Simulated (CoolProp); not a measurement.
Propylene along the isotherm 356.7 K: density (kg/m³) from the reference equation and from simpler models built on Tc = 364.2 K, pc = 45.55 bar, ω = 0.146; each cubic takes its own stable root.

Computed with CoolProp (reference Helmholtz-energy equation of state, Lemmon 2013).

```csv
p (bar),phase,reference
12.7,gas,20.26
25.3,gas,47.61
38,gas,100.8
50.6,liquid,382.7
63.3,liquid,402.0
75.9,liquid,415.2
88.6,liquid,425.6
101,liquid,434.0
114,liquid,441.6
```

Problem. How far does each simpler model (van der Waals, Redlich-Kwong, Soave-Redlich-Kwong, Peng-Robinson) lie from the reference over these 9 states: mean and median of the absolute difference, and the worst?

Solution. 
- van der Waals: mean 22.1 %, median 28.8 %, worst -33.1 % at 356.7 K and 50.6 bar
- Redlich-Kwong: mean 9.0 %, median 10.5 %, worst -17.1 % at 356.7 K and 50.6 bar
- Soave-Redlich-Kwong: mean 8.4 %, median 10.1 %, worst -16.1 % at 356.7 K and 50.6 bar
- Peng-Robinson: mean 2.2 %, median 2.0 %, worst -6.5 % at 356.7 K and 50.6 bar
